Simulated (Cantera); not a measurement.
A closed system holds: 1 mol Si₃N₄, 3.3 mol N₂O, 30 mol N₂, held at 1448 K.

Equilibrium computed with Cantera from the NASA thermochemical tables; the gas is ideal and each condensed phase is pure. Candidate condensed phases: Si, SiO₂, Si₂N₂O, Si₃N₄; 16 gas species. Mutual solubility and eutectic melting of coexisting phases are not modelled. The tables hold silica as quartz up to 1696 K and as liquid above; real silica turns to tridymite and cristobalite and melts near 1996 K. Equilibrium is a limit: real reactors are often held back by kinetics, nucleation or transport.

**Question.** Which condensed phases are stable at each of these points (P (Pa)): 0.100, 0.600, 3.60, 22, 130, 770, 4600, 28000, 170000, 1000000?

**Answer.** 
| P (Pa) | condensed phases | Si condensed (%) |
|---|---|---|
| 0.100 | SiO₂(β-quartz) | 10.0 |
| 0.600 | SiO₂(β-quartz) | 10.0 |
| 3.60 | SiO₂(β-quartz) | 10.0 |
| 22 | SiO₂(β-quartz) + Si₂N₂O(s) | 51.5 |
| 130 | SiO₂(β-quartz) + Si₂N₂O(s) | 95.7 |
| 770 | SiO₂(β-quartz) + Si₂N₂O(s) | 99.6 |
| 4600 | SiO₂(β-quartz) + Si₂N₂O(s) | 100.0 |
| 28000 | SiO₂(β-quartz) + Si₂N₂O(s) | 100.0 |
| 170000 | SiO₂(β-quartz) + Si₂N₂O(s) | 100.0 |
| 1000000 | SiO₂(β-quartz) + Si₂N₂O(s) | 100.0 |

From 0.100 Pa to 3.60 Pa the condensed part is SiO₂(β-quartz). From 22.0 Pa to 10.0 bar the condensed part is SiO₂(β-quartz) + Si₂N₂O(s).
